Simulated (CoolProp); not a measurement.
A single-stage vapour-compression cycle with R114: evaporating at 308.15 K (dew point), condensing at 353.15 K (bubble point), superheat 0 K, subcooling 5 K, compressor efficiency 0.9, no pressure losses. Each further row changes one setting.

The numbers come from the reference Helmholtz-energy equation of state, Platzer 1990 in CoolProp. This equation is an older, rougher fit; its heat capacities, sound speeds and derivatives of the liquid may be far off and weren't checked against measurements.

| case | cooling COP | pressure ratio | discharge temperature (K) | refrigerating effect (kJ/kg) | volumetric capacity (kJ/m³) |
|---|---|---|---|---|---|
| as stated | 4.81 | 3.18 | 353.2 | 82.1 | 1750 |
| evaporating temperature 313.15 K | 5.68 | 2.75 | 353.2 | 85.0 | 2090 |
| condensing temperature 348.15 K | 5.65 | 2.84 | 348.1 | 87.5 | 1870 |
| subcooling 10 K | 5.13 | 3.18 | 353.2 | 87.5 | 1870 |
| superheat 10 K | 4.94 | 3.18 | 353.5 | 89.5 | 1830 |
| compressor efficiency 0.8 | 4.27 | 3.18 | 353.2 | 82.1 | 1750 |

The compression ends wet for: as stated; evaporating temperature 313.15 K; condensing temperature 348.15 K; subcooling 10 K; compressor efficiency 0.8.
